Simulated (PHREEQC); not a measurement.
0.012 g of hydrous ferric oxide (600 m²/g; 0.2 weak and 0.005 strong sites per Fe, Dzombak-Morel constants, diffuse double layer) in 1 kg of water with 0.01 mol/kgw of an inert sodium salt and 1.6e-05 mol Na2SO4, at 25 °C; the pH is set by adding NaOH or the inert anion's acid. O2 is buffered at 0.21 atm. No CO2 enters from the air. No solid was allowed to form.

Base run: PHREEQC, ion-association model, wateq4f.dat. Each further column changes one thing. The table gives surface charge σ (C/m²).

```tsv
pH	base	background salt from 0.01 to 0.001 mol/kgw	oxide from 0.012 to 0.06 g/kgw	0.0001 mol/kgw CuSO4 added
3	0.094	0.045	[?]	0.050
4	0.081	[?]	0.168	[?]
4.5	0.071	[?]	0.122	[?]
5.5	0.049	0.016	0.058	0.040
6.5	0.027	0.009	0.028	0.053
7.5	0.008	0.003	0.008	[?]
8	0.001	0.000	0.001	0.032
9	-0.013	[?]	-0.013	0.009
```

**Question.** Some entries are withheld; supply them.

**Answer.** 
- 3, oxide from 0.012 to 0.06 g/kgw: 0.253
- 4, background salt from 0.01 to 0.001 mol/kgw: 0.029
- 4, 0.0001 mol/kgw CuSO4 added: 0.046
- 4.5, background salt from 0.01 to 0.001 mol/kgw: 0.024
- 4.5, 0.0001 mol/kgw CuSO4 added: 0.044
- 7.5, 0.0001 mol/kgw CuSO4 added: 0.047
- 9, background salt from 0.01 to 0.001 mol/kgw: -0.004

The oxide is taken as insoluble; below pH 4 it would dissolve. In at least one series the solution becomes supersaturated in solids that the run did not let form, among them Cu(OH)2, Brochantite, Antlerite. The database's constant for dissolved Cu(OH)2 is higher than later reviews accept.
